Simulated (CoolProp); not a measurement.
Ammonia at 293.15 K and 2.02 MPa is throttled through a valve to 1.09 MPa with no heat exchange. Each further row changes one setting.

The numbers come from the reference Helmholtz-energy equation of state, Gao 2020 in CoolProp.

| case | temperature change (K) | final phase | final density (kg/m³) |
|---|---|---|---|
| as stated | +0.1 | liquid | … |
| outlet pressure 0.327 MPa | … | … | 26.1 |
| outlet pressure 1.42 MPa | +0.1 | liquid | … |

### Question
Fill in the missing entries.

### Answer

- as stated, final density (kg/m³): 610
- outlet pressure 0.327 MPa, temperature change (K): -27.1
- outlet pressure 0.327 MPa, final phase: two-phase, vapour fraction 0.098
- outlet pressure 1.42 MPa, final density (kg/m³): 611
